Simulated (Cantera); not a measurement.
Mixture: 4.91 % CH4, 20.0 % O2, 75.1 % N2, at 2.10 bar, adiabatic and at constant pressure. Ignition delay is the time to a rise of 400 K.

Model: GRI-Mech 3.0 (53 species, 325 reactions), integrated in Cantera.

Predict: delay at 1298 K; delay at 1398 K; delay at 1498 K; delay at 1598 K; delay at 1698 K; apparent activation energy between 1598 and 1698 K.


| Quantity | Result |
|---|---|
| delay at 1298 K | 4.57 ms |
| delay at 1398 K | 1.44 ms |
| delay at 1498 K | 0.523 ms |
| delay at 1598 K | 0.220 ms |
| delay at 1698 K | 0.106 ms |
| apparent activation energy between 1598 and 1698 K | 170 kJ/mol |
